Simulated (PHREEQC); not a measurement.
Copper plating or etch bath: speciation

Make-up at 25 °C: 0.0029 mol Cu(NO3)2, 0.0042 mol HNO3 and 0.025 mol FeCl3 per kg of water. Closed to the air; pH follows from the charge balance.

The numbers come from PHREEQC with the ion-association model, phreeqc.dat.

The pH is 2.01 and the ionic strength is 0.133 mol/kgw. The total alkalinity is -54.2 meq/kg.

```
species     molality  activity   log γ
----------  --------  --------  ------
Cl-           0.0666    0.0497  -0.127
H+            0.0120   0.00976  -0.089
NO3-          0.0100   0.00730  -0.137
Fe+3         0.00993   0.00155  -0.805
FeCl+2       0.00681   0.00233  -0.465
FeOH+2       0.00299   0.00103  -0.465
Cu+2         0.00272   0.00100  -0.433
Fe2(OH)2+4   0.00203   2.84e-5  -1.854
FeCl2+      0.000677  0.000518  -0.116
CuCl+       0.000179  0.000134  -0.126
```

This is a speciation only: nothing precipitates in the calculation. Saturation is exceeded, for instance for Hematite (slow to form), Goethite (slow to form); the values hold only as long as no solid forms.
